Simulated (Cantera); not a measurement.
Feed: 1 mol SiCl4, 1.9 mol HCl, 80 mol H2, equilibrated at 1050 K and 0.0100 bar.

Equilibrium computed with Cantera from the NASA thermochemical tables; the gas is ideal and each condensed phase is pure. The tables' values for SiCl3 are old estimates; treat these amounts as uncertain. Rates play no part.

```json
[
 {"species": "H2", "before": "0.959", "after": "0.950"},
 {"species": "HCl", "before": "0.0294", "after": "0.0379"},
 {"species": "SiCl4", "before": "0.00715", "after": "0.00806"},
 {"species": "SiH2Cl2", "before": "9.31e-5", "after": "6.23e-5"},
 {"species": "SiCl2", "before": "0.00159", "after": "0.00107"},
 {"species": "SiHCl3", "before": "0.00242", "after": "0.00210"},
 {"species": "SiCl3", "before": "0.000792", "after": "0.000690"}
]
```
Gas species are given as mole fractions.

Name the change that produced these shifts.
(A) SiCl4 replaced by Si3H8
(B) 0.42 mol Cl2 added
(C) temperature from 1050 K to 1473.15 K
(D) temperature from 1050 K to 1325 K

B, 0.42 mol Cl2 added
